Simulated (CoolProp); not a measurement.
A simple Rankine cycle with R1336mzz(E): condensing at 326.15 K, boiler at 1.2 MPa, turbine inlet 368.2 K, turbine efficiency 0.9, pump efficiency 0.7, no recuperator. Each further row changes one setting.

Model: reference Helmholtz-energy equation of state, Akasaka 2023, in CoolProp.

```
case                             thermal efficiency (%)  net work (kJ/kg)  heat in (kJ/kg)  turbine exit temperature (K)  volume ratio over the turbine
-------------------------------  ----------------------  ----------------  ---------------  ----------------------------  -----------------------------
as stated                                           7.5              11.4              153                         341.2                           2.85
turbine inlet 388.2 K                               7.4              12.8              174                         362.6                           2.73
condensing temperature 318.15 K                     8.9              14.5              163                         335.8                           3.63
boiler pressure 0.84 MPa                            4.9              7.82              160                         353.1                           1.85
turbine efficiency 0.8                              6.6              10.1              153                         342.7                           2.87
```
